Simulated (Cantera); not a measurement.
Charge: 1 mol B₂O₃, a varied amount of NF₃, 1.7 mol H₂, equilibrated at 1375 °C and 0.0100 bar.

Equilibrium computed with Cantera from the NASA thermochemical tables; the gas is ideal and each condensed phase is pure. Candidate condensed phases: B, BN, B₂O₃, B₃O₃H₃, H₂O; 62 gas species. Gases not in the tables: H₃BO₃. The numbers say what is thermodynamically allowed, not how fast it happens.

Problem. At 1.6 mol NF₃, list the 7 most abundant gas species with their mole fractions, and the condensed phases.

Solution. HF 0.434, BOF 0.294, N₂ 0.130, O₂ 0.0566, H₂O 0.0530, BF₃ 0.0176, HBO₂ 0.0131. Condensed: gas only.
